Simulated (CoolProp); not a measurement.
Vapour-liquid equilibrium of CH2F2 (R32) (1) + R143a (2) at 0.0521 MPa; x and y are mole fractions of (1).

Model: multi-fluid Helmholtz-energy mixture model, Tillner-Roth 1997 and Lemmon and Jacobsen 2000; pair parameters Bell 2016, in CoolProp.

```tsv
x	bubble temperature, mixture model (°C)	bubble temperature, Raoult's law (°C)	y, mixture model	y, Raoult's law
0.05	-61.1	-60.5	0.086	0.060
0.125	-62.0	-60.8	0.195	0.149
0.2	-62.8	-61.1	0.287	0.234
0.275	___	-61.4	0.365	0.317
0.35	___	-61.7	0.434	0.397
0.425	-64.2	-62.0	0.496	0.474
0.5	-64.4	-62.2	0.554	0.550
0.575	-64.6	-62.5	0.609	0.623
0.65	-64.7	-62.8	0.664	0.694
0.725	-64.8	-63.0	0.721	0.763
0.8	-64.7	-63.2	0.783	0.830
0.875	-64.5	-63.5	___	0.895
0.95	-64.2	-63.7	0.935	0.959
```

Problem. Complete the blanks.

Solution. 
- 0.275, bubble temperature, mixture model (°C): -63.4
- 0.35, bubble temperature, mixture model (°C): -63.8
- 0.875, y, mixture model: 0.852

The largest gap from Raoult's law is -2.2 K in bubble temperature, at x = 0.5. y crosses x between x = 0.65 and 0.725: the model has an azeotrope there.

The pair parameters rest on a limited set of measurements; away from them the model extrapolates.
